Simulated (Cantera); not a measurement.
An isothermal plug-flow reactor at 798 K and 1730 Torr (inlet), inlet velocity 1.8 m/s, active area per volume 130 1/m; feed CO : O2 : N2 = 0.0035 : 0.092 : 0.79 (molar parts), equivalence ratio 0.019.

Cantera simulation using Deutschmann's 1995 Pt surface mechanism with GRI-Mech 3.0 gas chemistry; the numbers are that mechanism's predictions, not measurements. Catalytic surfaces can have several steady states; this one follows from the mechanism file's or the stated starting coverage. Mass transfer to the wall is taken as infinitely fast.

Q: What does this change do: area per volume 130 to 520 1/m?

A: 
```tsv
quantity	before	after
x(CO) at z = 0.0078 m	0.00310	0.00183
x(O2) at z = 0.0078 m	0.104	0.103
x(H2O) at z = 0.0078 m	<1e-12	<1e-12
x(CO2) at z = 0.0078 m	0.000853	0.00213
θ(free Pt) at the exit	0.0343	0.0292
θ(O*) at the exit	0.965	0.970
```

Q: What does this change do: area per volume 130 to 170 1/m?

A: 
```json
[
 {"quantity": "x(CO) at z = 0.0078 m", "before": "0.00310", "after": "0.00291"},
 {"quantity": "x(O2) at z = 0.0078 m", "before": "0.104", "after": "0.103"},
 {"quantity": "x(H2O) at z = 0.0078 m", "before": "<1e-12", "after": "<1e-12"},
 {"quantity": "x(CO2) at z = 0.0078 m", "before": "0.000853", "after": "0.00104"},
 {"quantity": "θ(free Pt) at the exit", "before": "0.0343", "after": "0.0334"},
 {"quantity": "θ(O*) at the exit", "before": "0.965", "after": "0.966"},
 {"quantity": "θ(CO*) at the exit", "before": "0.00116", "after": "0.00103"}
]
```
